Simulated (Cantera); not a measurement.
**Pyrogenic steam for wet oxidation**

An isothermal, constant-pressure homogeneous reactor starts with H2 : O2 : N2 = 1.4 : 1 : 5 (molar parts), equivalence ratio 0.70, at 1075 K and 95000 Pa.

Computed with Cantera and GRI-Mech 3.0 (53 species, 325 reactions). The temperature is held fixed by assumption; the heat of reaction is taken as removed at once.

```json
[
 {"t (s)": "3.00e-6", "x H2": "0.189", "x O2": "0.135", "x NO": "<1e-12", "x H2O2": "<1e-12", "x O": "3.66e-11", "x N2O": "<1e-12"},
 {"t (s)": "8.55e-6", "x H2": "0.189", "x O2": "0.135", "x NO": "<1e-12", "x H2O2": "1.73e-12", "x O": "1.99e-10", "x N2O": "<1e-12"},
 {"t (s)": "2.44e-5", "x H2": "0.189", "x O2": "0.135", "x NO": "<1e-12", "x H2O2": "2.48e-11", "x O": "2.14e-9", "x N2O": "<1e-12"},
 {"t (s)": "6.95e-5", "x H2": "0.189", "x O2": "0.135", "x NO": "<1e-12", "x H2O2": "5.86e-9", "x O": "5.44e-7", "x N2O": "<1e-12"},
 {"t (s)": "0.000198", "x H2": "0.0259", "x O2": "0.0570", "x NO": "1.27e-6", "x H2O2": "1.05e-5", "x O": "0.00100", "x N2O": "2.70e-8"},
 {"t (s)": "0.000564", "x H2": "0.00569", "x O2": "0.0474", "x NO": "1.31e-6", "x H2O2": "8.78e-6", "x O": "4.12e-5", "x N2O": "4.39e-8"},
 {"t (s)": "0.00161", "x H2": "0.00390", "x O2": "0.0466", "x NO": "1.12e-6", "x H2O2": "1.76e-5", "x O": "4.67e-6", "x N2O": "4.74e-8"},
 {"t (s)": "0.00458", "x H2": "0.00282", "x O2": "0.0461", "x NO": "9.99e-7", "x H2O2": "1.64e-5", "x O": "2.71e-6", "x N2O": "5.01e-8"},
 {"t (s)": "0.0131", "x H2": "0.00147", "x O2": "0.0455", "x NO": "8.24e-7", "x H2O2": "8.43e-6", "x O": "1.24e-6", "x N2O": "5.44e-8"},
 {"t (s)": "0.0372", "x H2": "0.000506", "x O2": "0.0450", "x NO": "5.46e-7", "x H2O2": "2.04e-6", "x O": "3.10e-7", "x N2O": "5.87e-8"},
 {"t (s)": "0.106", "x H2": "0.000130", "x O2": "0.0448", "x NO": "2.93e-7", "x H2O2": "2.29e-7", "x O": "4.08e-8", "x N2O": "6.11e-8"},
 {"t (s)": "0.302", "x H2": "2.72e-5", "x O2": "0.0448", "x NO": "1.95e-7", "x H2O2": "1.69e-8", "x O": "4.31e-9", "x N2O": "6.16e-8"},
 {"t (s)": "0.862", "x H2": "3.07e-6", "x O2": "0.0448", "x NO": "3.11e-7", "x H2O2": "7.79e-10", "x O": "3.72e-10", "x N2O": "6.07e-8"},
 {"t (s)": "2.46", "x H2": "6.70e-8", "x O2": "0.0448", "x NO": "8.12e-7", "x H2O2": "7.20e-11", "x O": "4.10e-11", "x N2O": "5.72e-8"},
 {"t (s)": "7.00", "x H2": "1.58e-9", "x O2": "0.0448", "x NO": "1.28e-6", "x H2O2": "1.17e-10", "x O": "1.07e-10", "x N2O": "4.83e-8"}
]
```
x: mole fraction; the columns are a selection and need not sum to one.

Equilibrium at this temperature and pressure: H2 7.15e-10, O2 0.0448, NO 3.04e-5, H2O2 2.97e-10, O 2.87e-10, N2O 2.21e-9 (gas phase only).
